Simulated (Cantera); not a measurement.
**Abatement and gas-phase synthesis: SO2 + O2**

Feed: 1 mol SO2, 0.13 mol O2, held at 13300 Pa.

Cantera equilibrium calculation (NASA polynomials, part measured and part estimated; ideal gas, pure solids and liquids). Candidate condensed phases: S; 10 gas species. Rates play no part.

```
T (K)  log p SO2  log p SO3  log p O2  log p SO  log p O
-----  ---------  ---------  --------  --------  -------
1000       -0.97      -1.76     -2.11    -11.63   -10.86
1150       -0.94      -2.29     -1.88     -9.65    -9.02
1300       -0.93      -2.76     -1.84     -8.09    -7.67
1450       -0.93      -3.15     -1.82     -6.84    -6.61
1600       -0.93      -3.47     -1.82     -5.82    -5.75
1750       -0.93      -3.74     -1.82     -4.97    -5.03
1900       -0.93      -3.96     -1.82     -4.26    -4.43
2050       -0.93      -4.15     -1.81     -3.66    -3.92
2200       -0.93      -4.31     -1.81     -3.14    -3.47
```
log p: log10 of the partial pressure in bar; nothing condenses.

From 1000 K to 2200 K nothing is condensed.
